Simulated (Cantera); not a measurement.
Charge: 1 mol Si, 9.2 mol Cl2, 0.52 mol N2, 7 mol NF3, equilibrated at 1025 K and 9.80 mbar.

Method: chemical equilibrium by Gibbs-energy minimisation in Cantera with the NASA 1993 tables (ideal gas, pure condensed phases). Candidate condensed phases: Si, Si3N4; 24 gas species. The numbers say what is thermodynamically allowed, not how fast it happens.

Base state: ClF 0.737, N2 0.176, SiF4 0.0438, Cl2 0.0341, F 0.00772, Cl 0.00104, F2 3.74e-5 (mole fractions); condensed: gas only.

**Question.** What changes in the equilibrium state with this change: temperature from 1025 K to 975 K?

**Answer.** 
| species | before | after |
|---|---|---|
| ClF | 0.737 | 0.743 |
| N2 | 0.176 | 0.177 |
| SiF4 | 0.0438 | 0.0439 |
| F | 0.00772 | 0.00359 |
| Cl2 | 0.0341 | 0.0323 |
| Cl | 0.00104 | 0.000481 |
| F2 | 3.74e-5 | 2.18e-5 |
